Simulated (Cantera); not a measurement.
# Nitride etching: Si₃N₄ + NF₃ + H₂

Input: 1 mol Si₃N₄, 7.4 mol NF₃, 1.7 mol H₂, held at 1498 K and 1.40 Pa.

Method: chemical equilibrium by Gibbs-energy minimisation in Cantera with the NASA 1993 tables (ideal gas, pure condensed phases). Candidate condensed phases: Si, Si₃N₄; 37 gas species. The numbers say what is thermodynamically allowed, not how fast it happens.

```json
{
  "x(F)": "0.360",
  "x(N₂)": "0.302",
  "x(HF)": "0.180",
  "x(SiF₄)": "0.159",
  "gas_amount": "18.90 mol",
  "log10 activity of Si(s) (absent)": "-31.54"
}
```
